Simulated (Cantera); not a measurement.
A Cantera script and what it prints.

```python
import numpy as np
import cantera as ct

gas_names = """
    CL CL2 H HCL H2 N NH NH2 NH3 N2 N2H2 N2H4 Si SiCL SiCL2 SiCL3 SiCL4 SiH SiHCL3 SiH2 SiH2CL2 SiH3
    SiH3CL SiH4 SiN Si2 Si2N Si3
""".split()
cond_names = """
    NH4CL(a) NH4CL(b) Si(cr) Si(L) Si3N4(a)
""".split()


# ... load() reads the species with a 1 bar reference pressure and builds the phases ...
atoms = {
    'SiH4': {'Si': 1, 'H': 4},
    'HCl': {'H': 1, 'CL': 1},
    'N2': {'N': 2},
}
top_T = {'Si3N4(a)': 2400}  # K; cautious upper limits of use, not melting points


# ... equilibrate(T, P, feed) seeds the gas with the atoms and calls Mixture.equilibrate('TP', solver="vcs", rtol=1e-11, max_steps=5000) ...
results = []
feed = {'SiH4': 1, 'HCl': 0.057, 'N2': 3.3}  # mol
T = 1373.15  # K
P = 310  # Pa
mix = equilibrate(T, P, feed)
results.append((T, P, feed, dict(zip(mix.species_names, mix.species_moles))))
x = sorted(zip(gas.X, gas.species_names), reverse=True)
print(f"T = {T:g} K  P = {P:g} Pa  gas = {mix.phase_moles(0):.4g} mol")
print("   x: " + "  ".join(f"{s} {v:.3e}" for v, s in x if v > 0.001))
print("   condensed (mol): " + ("  ".join(f"{mix.phase(i).name} {mix.phase_moles(i):.4g}"
      for i in range(1, mix.n_phases) if mix.phase_moles(i) > 1e-12) or "none"))
```

It prints:

```
T = 1373.15 K  P = 310 Pa  gas = 4.69 mol
   x: N2 5.614e-01  H2 4.264e-01  HCL 1.212e-02
   condensed (mol): Si3N4(a) 0.3333
```

Method: chemical equilibrium by Gibbs-energy minimisation in Cantera with the NASA 1993 tables (ideal gas, pure condensed phases). N2 is the only nitrogen source here; it is nearly inert below about 1500 K, so the nitride shown seldom forms there in practice.
